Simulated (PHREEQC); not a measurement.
# Buffer

Solution (25 °C): 0.072 mol/kgw NaHCO3, 0.013 mol/kgw NaOH and 0.25 mol/kgw KCl. Closed to the air; pH follows from the charge balance.

The numbers come from PHREEQC with the ion-association model, phreeqc.dat.

Each row changes one thing in this solution. No solid was allowed to form.

```tsv
case	pH	ionic strength (mol/kgw)	Na+ (mol/kgw)	SI of Sylvite (KCl)	SI of Halite (NaCl)
as made	9.10	0.340	0.0801	-2.45	-3.58
temperature from 25 to 15 °C	9.26	0.342	0.0812	-2.39	-3.56
NaHCO3 from 0.072 to 0.0648 mol/kgw	9.17	0.333	0.0734	-2.44	-3.61
NaHCO3 from 0.072 to 0.0144 mol/kgw	10.64	0.287	0.0259	-2.43	-4.06
NaHCO3 left out	11.95	0.263	0.0130	-2.42	-4.35
diluted 10-fold with water	9.41	0.0346	0.00839	-4.26	-5.40
diluted 100-fold with water	9.45	0.00345	0.000848	-6.16	-7.30
```
